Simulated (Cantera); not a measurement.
An isothermal, constant-pressure homogeneous reactor starts with CH4 : H2 : CO2 = 0.015 : 1 : 0.021 (molar parts), at 1525 K and 10.00 Torr. Integrator tolerance rtol = 1e-08.

Computed with Cantera and GRI-Mech 3.0 (53 species, 325 reactions). Radical loss at walls, strong at low pressure, is not modelled.

| quantity | before | after |
|---|---|---|
| x(CH4) at 3.00 s | 0.0137 (gas-phase equilibrium 3.06e-9) | 0.0399 (gas-phase equilibrium 0.000872) |
| x(H2) at 3.00 s | 0.950 (gas-phase equilibrium 0.960) | 0.923 (gas-phase equilibrium 0.950) |
| x(CO2) at 3.00 s | 0.00441 (gas-phase equilibrium 7.24e-5) | 0.00475 (gas-phase equilibrium 2.98e-10) |
| x(C2H4) at 3.00 s | 8.18e-6 (gas-phase equilibrium <1e-12) | 6.10e-5 (gas-phase equilibrium 3.30e-5) |
| x(C2H2) at 3.00 s | 0.000337 (gas-phase equilibrium <1e-12) | 0.00268 (gas-phase equilibrium 0.0118) |
| x(CO) at 3.00 s | 0.0159 (gas-phase equilibrium 0.0337) | 0.0148 (gas-phase equilibrium 0.0369) |
| x(C2H) at 3.00 s | 1.39e-10 (gas-phase equilibrium <1e-12) | 9.74e-10 (gas-phase equilibrium 5.48e-9) |

### Question
Name the change that produced these shifts.
A. temperature 1525 to 2150 K
B. temperature 1525 to 1750 K
C. temperature 1525 to 2998 K
D. CH4 0.015 to 0.049 parts

### Answer
D, CH4 0.015 to 0.049 parts
